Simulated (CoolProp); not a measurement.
A single-stage vapour-compression cycle with n-butane: evaporating at 308.15 K (dew point), condensing at 335.15 K (bubble point), superheat 10 K, subcooling 0 K, compressor efficiency 0.6, no pressure losses. Each further row changes one setting.

Values from CoolProp's reference Helmholtz-energy equation of state, Bücker 2006.

```tsv
case	cooling COP	pressure ratio	discharge temperature (K)	refrigerating effect (kJ/kg)	volumetric capacity (kJ/m³)
as stated	6.02	2.04	349.8	300	2360
evaporating temperature 313.15 K	7.68	1.77	348.7	307	2770
condensing temperature 330.15 K	7.59	1.80	344.3	313	2460
subcooling 5 K	6.29	2.04	349.8	313	2460
superheat 20 K	6.14	2.04	359.9	319	2410
compressor efficiency 0.5	5.02	2.04	354.6	300	2360
```
